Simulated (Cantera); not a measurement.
**Ignition delay**

Mixture: CH₄ : O₂ : N₂ = 1 : 2.41 : 9.06 (molar parts), equivalence ratio 0.83, at 6.20 bar, adiabatic and at constant pressure. Ignition delay is the time to a rise of 400 K.

Computed with Cantera and GRI-Mech 3.0 (53 species, 325 reactions).

```json
[
 {"T0 (K)": "1200", "delay (ms)": "7.26"},
 {"T0 (K)": "1250", "delay (ms)": "3.91"},
 {"T0 (K)": "1300", "delay (ms)": "2.16"},
 {"T0 (K)": "1350", "delay (ms)": "1.23"},
 {"T0 (K)": "1400", "delay (ms)": "0.716"},
 {"T0 (K)": "1450", "delay (ms)": "0.427"},
 {"T0 (K)": "1500", "delay (ms)": "0.261"},
 {"T0 (K)": "1550", "delay (ms)": "0.163"},
 {"T0 (K)": "1600", "delay (ms)": "0.105"}
]
```

The apparent activation energy between 1500 and 1600 K is 180 kJ/mol.
